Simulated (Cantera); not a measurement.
An isothermal, constant-pressure homogeneous reactor starts with 16.7 % H₂, 83.3 % O₂, at 1200 K and 1100 Pa.

Computed with Cantera and the H2/O2 subset of GRI-Mech 3.0, which has no nitrogen chemistry. Radical loss at walls, strong at low pressure, is not modelled. The temperature is held fixed by assumption; the heat of reaction is taken as removed at once.

x: mole fraction; the columns are a selection and need not sum to one.

```tsv
t (s)	x H₂	x O₂	x H	x H₂O₂	x OH
0.000900	0.166	0.833	9.60e-5	7.77e-10	4.45e-5
0.00216	0.0101	0.737	0.0554	2.50e-7	0.0100
0.00520	0.00608	0.744	0.0430	2.06e-7	0.00830
0.0125	0.00457	0.767	0.0256	2.40e-7	0.00728
0.0300	0.00217	0.796	0.00764	2.71e-7	0.00508
0.0721	0.000520	0.813	0.000858	2.22e-7	0.00249
0.173	8.76e-5	0.817	5.91e-5	1.17e-7	0.00103
0.416	1.63e-5	0.818	4.80e-6	5.06e-8	0.000445
0.999	3.81e-6	0.818	5.53e-7	2.12e-8	0.000217
2.40	1.09e-6	0.818	8.52e-8	8.91e-9	0.000116
5.77	3.54e-7	0.818	1.60e-8	3.76e-9	6.66e-5
13.9	___	0.818	___	___	___
33.3	5.19e-8	0.818	9.10e-10	7.54e-10	2.56e-5
80.0	___	0.818	3.71e-10	4.63e-10	___
```

Question: What belongs in the gaps?

Answer: 
- 13.9, x H₂: 1.28e-7
- 13.9, x H: 3.49e-9
- 13.9, x H₂O₂: 1.62e-9
- 13.9, x OH: 4.01e-5
- 80.0, x H₂: 2.85e-8
- 80.0, x OH: 1.89e-5
